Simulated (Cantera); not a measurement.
Charge: 1 mol Fe3O4, 0.37 mol HCl, 1.3 mol H2, held at 0.133 bar.

Cantera equilibrium calculation (NASA polynomials, part measured and part estimated; ideal gas, pure solids and liquids). Candidate condensed phases: Fe, FeCl2, FeCl3, FeO, Fe(OH)2, Fe(OH)3, Fe2O3, Fe3O4, H2O; 22 gas species. The tables' stoichiometric FeO is somewhat more stable than real wüstite, so its field is too wide. FeO: taken at fixed stoichiometry. Kinetics and transport are ignored. All values below are at 1325 °C.

Base state: H2O 0.620, H2 0.180, HCl 0.180, FeCl2 0.0210, H 6.18e-5, Cl 4.88e-5, Fe(OH)2 2.32e-5 (mole fractions); condensed: FeO(s).

Q: What changes in the equilibrium state with this change: H2 from 1.3 to 0.043 mol?

A: 
```
species         before     after
-------------  -------  --------
HCl              0.180     0.433
H2O              0.620     0.330
FeCl2           0.0210     0.230
H2               0.180   0.00541
FeCl3          2.47e-6  0.000377
Fe2Cl4         1.17e-6  0.000140
FeO(s), mol       2.96    0.0277
Fe3O4(s), mol        0     0.959
```
Mutual solubility and eutectic melting of coexisting phases are not modelled.
